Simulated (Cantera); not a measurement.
Cantera run:

```python
import numpy as np
import cantera as ct

gas_names = """
    Ba BaF BaF2 BaOH BaO2H2 F FO FO2 F2 F2O H HF HOF HO2 H2 H2F2 H2O H2O2 H3F3 H4F4 H5F5 H6F6 H7F7 O OH
    O2 O3
""".split()
cond_names = """
    Ba(cr) Ba(L) BaF2(a) BaF2(b,c) BaF2(L) BaO(s) BaO(L) BaO2H2(s) BaO2H2(L) H2O(s) H2O(L)
""".split()


# ... load() reads the species with a 1 bar reference pressure and builds the phases ...
atoms = {
    'BaF2': {'Ba': 1, 'F': 2},
    'O2': {'O': 2},
    'H2': {'H': 2},
}
top_T = {}  # K; cautious upper limits of use, not melting points


# ... equilibrate(T, P, feed) seeds the gas with the atoms and calls Mixture.equilibrate('TP', solver="vcs", rtol=1e-11, max_steps=5000) ...
results = []
feed = {'BaF2': 1, 'O2': 0.35, 'H2': 10}  # mol
T = 2123.15  # K
P = 1  # Pa
mix = equilibrate(T, P, feed)
results.append((T, P, feed, dict(zip(mix.species_names, mix.species_moles))))
x = sorted(zip(gas.X, gas.species_names), reverse=True)
print(f"T = {T:g} K  P = {P:g} Pa  gas = {mix.phase_moles(0):.4g} mol")
print("   x: " + "  ".join(f"{s} {v:.3e}" for v, s in x if v > 0.0001))
print("   condensed (mol): " + ("  ".join(f"{mix.phase(i).name} {mix.phase_moles(i):.4g}"
      for i in range(1, mix.n_phases) if mix.phase_moles(i) > 1e-12) or "none"))
```

Output:

```
T = 2123.15 K  P = 1 Pa  gas = 16.53 mol
   x: H 5.762e-01  H2 2.574e-01  HF 6.421e-02  BaF 4.184e-02  H2O 2.398e-02  Ba 1.087e-02  O 1.053e-02  BaF2 7.440e-03  OH 6.638e-03  O2 4.173e-04  BaOH 3.677e-04
   condensed (mol): none
```

Equilibrium computed with Cantera from the NASA thermochemical tables; the gas is ideal and each condensed phase is pure.
